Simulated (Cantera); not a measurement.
What does this Cantera script print?

```python
import numpy as np
import cantera as ct

gas_names = [...]  # 95 gases of nasa_gas.yaml made of C, F, H
cond_names = """
    C(gr) C6H6(L) C7H8(L) C8H18(L),n-octa
""".split()


# ... load() reads the species with a 1 bar reference pressure and builds the phases ...
atoms = {
    'CHF3': {'C': 1, 'H': 1, 'F': 3},
    'CH4': {'C': 1, 'H': 4},
    'H2': {'H': 2},
}
top_T = {'C(gr)': 4500}  # K; cautious upper limits of use, not melting points


# ... equilibrate(T, P, feed) seeds the gas with the atoms and calls Mixture.equilibrate('TP', solver="vcs", rtol=1e-11, max_steps=5000) ...
results = []
T = 2523.15  # K
P = 133.322  # Pa
for m in [2.1, 4.2, 6.3, 8.3, 10, 12, 14, 17]:
    feed = {'CHF3': 1, 'CH4': 0.054, 'H2': m}  # mol
    mix = equilibrate(T, P, feed)
    results.append((T, P, feed, dict(zip(mix.species_names, mix.species_moles))))

top = {s: max(r[3][s] / sum(r[3][g] for g in gas_names) for r in results) for s in gas_names}
cols = sorted((s for s in top if top[s] > 1e-05), key=lambda s: -top[s])[:5]
seen = [c for c in cond_names if any(r[3].get(c, 0) > 1e-12 for r in results)]
print("log10 of partial pressures in bar; condensed amounts in mol")
print(f"{'n(H2)':>10s}" + "".join(f"{s[:9]:>10s}" for s in cols + seen))
for T, P, feed, n in results:
    ng = sum(n[g] for g in gas_names)
    print(f"{feed['H2']:10.4g}" + "".join(f"{np.log10(max(n[s] / ng * P / 1e5, 1e-99)):10.3f}" for s in cols)
          + "".join(f"{n.get(c, 0):10.4g}" for c in seen))
```

Output:

```
log10 of partial pressures in bar; condensed amounts in mol
     n(H2)        HF         H        H2 C2H2,acet         F     C(gr)
       2.1    -3.086    -3.457    -3.803    -5.727    -5.395     1.028
       4.2    -3.290    -3.305    -3.499    -5.422    -5.750    0.9893
       6.3    -3.426    -3.257    -3.401    -5.325    -5.935    0.9495
       8.3    -3.525    -3.233    -3.354    -5.278    -6.057    0.9113
        10    -3.594    -3.220    -3.329    -5.253    -6.139    0.8788
        12    -3.664    -3.210    -3.308    -5.232    -6.219    0.8405
        14    -3.723    -3.203    -3.294    -5.217    -6.286    0.8022
        17    -3.800    -3.195    -3.278    -5.202    -6.371    0.7447
```

Equilibrium computed with Cantera from the NASA thermochemical tables; the gas is ideal and each condensed phase is pure.
